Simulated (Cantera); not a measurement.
A closed system holds: 1 mol AlCl₃, 3.2 mol O₂, 780 mol N₂, equilibrated at 0.170 bar.

Equilibrium computed with Cantera from the NASA thermochemical tables; the gas is ideal and each condensed phase is pure. Candidate condensed phases: Al, AlCl₃, AlN, Al₂O₃; 24 gas species. Kinetics and transport are ignored.

Question: At 1575 K, list the 5 most abundant gas species with their mole fractions, and the condensed phases.

Answer: N₂ 0.993, Cl 0.00338, O₂ 0.00300, NO 0.000233, Cl₂ 0.000218. Condensed: Al₂O₃(s).
